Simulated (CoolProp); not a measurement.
Vapour-liquid equilibrium of propane (1) + R113 (2) at 33.15 °C; x and y are mole fractions of (1).

The numbers come from the multi-fluid Helmholtz-energy mixture model, Lemmon 2009 and Marx 1992; pair parameters Bell 2016 in CoolProp.

| x | bubble pressure (kPa) | y at the bubble point | dew pressure at overall composition x (kPa) | liquid density (mol/L) |
|---|---|---|---|---|
| 0.05 | 121.5 | 0.509 | 64.31 | 8.356 |
| 0.2 | 298.6 | 0.818 | 76.05 | 8.722 |
| 0.35 | 465.1 | 0.896 | 92.97 | 9.107 |
| 0.5 | 621.0 | 0.933 | 119.5 | 9.508 |
| 0.65 | 771.6 | 0.957 | 166.9 | 9.923 |
| 0.8 | 926.6 | 0.976 | 275.5 | 10.34 |
| 0.95 | 1100 | 0.994 | 721.9 | 10.74 |

No azeotrope shows between x = 0.05 and 0.95.

The pair parameters rest on a limited set of measurements; away from them the model extrapolates. The gap from Raoult's law changes sign with composition, which may be real or a fault of the pair parameters; it wasn't checked against measurements.
